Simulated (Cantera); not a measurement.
Feed: 1 mol MgO, 5.3 mol HBr, 0.88 mol N2, at 9.00 Pa.

Method: chemical equilibrium by Gibbs-energy minimisation in Cantera with the NASA 1993 tables (ideal gas, pure condensed phases). Candidate condensed phases: Br2, H2O, Mg, MgBr2, MgO, Mg(OH)2; 36 gas species. Kinetics and transport are ignored.

Task: What share of the Mg ends up in condensed phases as a function of T (K), at 1150, 1200, 1250, 1300, 1350, 1400, 1450, 1500, 1550, 1600, 1650, 1700?

Result: 
```csv
T (K),Mg condensed (%),as
1150,79.1,MgO(s)
1200,73.9,MgO(s)
1250,68.5,MgO(s)
1300,63.2,MgO(s)
1350,58.2,MgO(s)
1400,53.8,MgO(s)
1450,50.5,MgO(s)
1500,48.2,MgO(s)
1550,47.0,MgO(s)
1600,47.0,MgO(s)
1650,47.6,MgO(s)
1700,48.2,MgO(s)
```
